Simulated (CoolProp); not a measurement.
Acetone along the isotherm 328.7 K: density (kg/m³) from the reference equation and from simpler models built on Tc = 508.1 K, pc = 4.692 MPa, ω = 0.307; each cubic takes its own stable root.

Model: reference Helmholtz-energy equation of state, Lemmon 2006, in CoolProp. It is a short technical equation, of lower accuracy than the large ones.

```csv
p (MPa),phase,reference
2.93,liquid,753.2
5.87,liquid,756.8
8.8,liquid,760.3
11.7,liquid,763.6
14.7,liquid,766.8
17.6,liquid,769.8
20.5,liquid,772.7
23.5,liquid,775.7
26.4,liquid,778.4
29.3,liquid,781.0
32.3,liquid,783.7
35.2,liquid,786.2
38.1,liquid,788.6
41.1,liquid,791.1
44,liquid,793.4
46.9,liquid,795.7
```

How far does each simpler model (van der Waals, Redlich-Kwong, Soave-Redlich-Kwong, Peng-Robinson) lie from the reference over these 16 states: mean and median of the absolute difference, and the worst?


- van der Waals: mean 45.9 %, median 45.6 %, worst -48.2 % at 328.7 K and 2.93 MPa
- Redlich-Kwong: mean 23.1 %, median 22.9 %, worst -24.6 % at 328.7 K and 2.93 MPa
- Soave-Redlich-Kwong: mean 21.0 %, median 21.0 %, worst -21.5 % at 328.7 K and 2.93 MPa
- Peng-Robinson: mean 11.3 %, median 11.3 %, worst -11.4 % at 328.7 K and 2.93 MPa
